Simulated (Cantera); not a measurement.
Feed: 1 mol Fe2O3, a varied amount of HCl, 26 mol N2, at 1625 K and 0.000580 bar.

Method: chemical equilibrium by Gibbs-energy minimisation in Cantera with the NASA 1993 tables (ideal gas, pure condensed phases). Candidate condensed phases: Fe, FeCl2, FeCl3, FeO, Fe(OH)2, Fe(OH)3, Fe2O3, Fe3O4, H2O, NH4Cl; 37 gas species. The numbers say what is thermodynamically allowed, not how fast it happens.

x: gas mole fraction; n: condensed amount in mol.

```json
[
 {"n(HCl) (mol)": "6.8", "x N2": "0.779", "x HCl": "0.0957", "x H2O": "0.0536", "x FeCl2": "0.0464", "x Cl": "0.0152", "x O2": "0.00868", "n Fe3O4(s)": "0.150"},
 {"n(HCl) (mol)": "9.1", "x N2": "0.727", "x HCl": "0.124", "x H2O": "0.0645", "x FeCl2": "0.0559", "x Cl": "0.0182", "x O2": "0.00917", "n Fe3O4(s)": "0"},
 {"n(HCl) (mol)": "11", "x N2": "0.689", "x HCl": "0.163", "x H2O": "0.0638", "x FeCl2": "0.0530", "x Cl": "0.0227", "x O2": "?", "n Fe3O4(s)": "0"},
 {"n(HCl) (mol)": "14", "x N2": "0.637", "x HCl": "0.217", "x H2O": "0.0625", "x FeCl2": "0.0490", "x Cl": "0.0280", "x O2": "?", "n Fe3O4(s)": "0"},
 {"n(HCl) (mol)": "16", "x N2": "0.607", "x HCl": "0.250", "x H2O": "0.0614", "x FeCl2": "0.0467", "x Cl": "0.0304", "x O2": "?", "n Fe3O4(s)": "0"},
 {"n(HCl) (mol)": "18", "x N2": "0.579", "x HCl": "0.280", "x H2O": "0.0601", "x FeCl2": "0.0446", "x Cl": "0.0322", "x O2": "?", "n Fe3O4(s)": "0"},
 {"n(HCl) (mol)": "21", "x N2": "0.542", "x HCl": "0.321", "x H2O": "0.0580", "x FeCl2": "0.0417", "x Cl": "0.0339", "x O2": "?", "n Fe3O4(s)": "0"},
 {"n(HCl) (mol)": "23", "x N2": "0.520", "x HCl": "0.346", "x H2O": "0.0566", "x FeCl2": "0.0400", "x Cl": "0.0344", "x O2": "?", "n Fe3O4(s)": "0"},
 {"n(HCl) (mol)": "25", "x N2": "0.500", "x HCl": "0.369", "x H2O": "0.0551", "x FeCl2": "0.0385", "x Cl": "0.0346", "x O2": "?", "n Fe3O4(s)": "0"},
 {"n(HCl) (mol)": "28", "x N2": "0.473", "x HCl": "0.402", "x H2O": "0.0527", "x FeCl2": "0.0364", "x Cl": "0.0344", "x O2": "?", "n Fe3O4(s)": "0"},
 {"n(HCl) (mol)": "30", "x N2": "0.456", "x HCl": "0.422", "x H2O": "0.0512", "x FeCl2": "0.0351", "x Cl": "0.0341", "x O2": "?", "n Fe3O4(s)": "0"},
 {"n(HCl) (mol)": "32", "x N2": "0.440", "x HCl": "0.441", "x H2O": "0.0497", "x FeCl2": "0.0339", "x Cl": "0.0337", "x O2": "?", "n Fe3O4(s)": "0"},
 {"n(HCl) (mol)": "35", "x N2": "0.419", "x HCl": "0.467", "x H2O": "0.0476", "x FeCl2": "0.0322", "x Cl": "0.0330", "x O2": "?", "n Fe3O4(s)": "0"}
]
```

Complete the blanks.


- 11, x O2: 0.00737
- 14, x O2: 0.00513
- 16, x O2: 0.00398
- 18, x O2: 0.00305
- 21, x O2: 0.00201
- 23, x O2: 0.00150
- 25, x O2: 0.00112
- 28, x O2: 0.000718
- 30, x O2: 0.000537
- 32, x O2: 0.000405
- 35, x O2: 0.000270
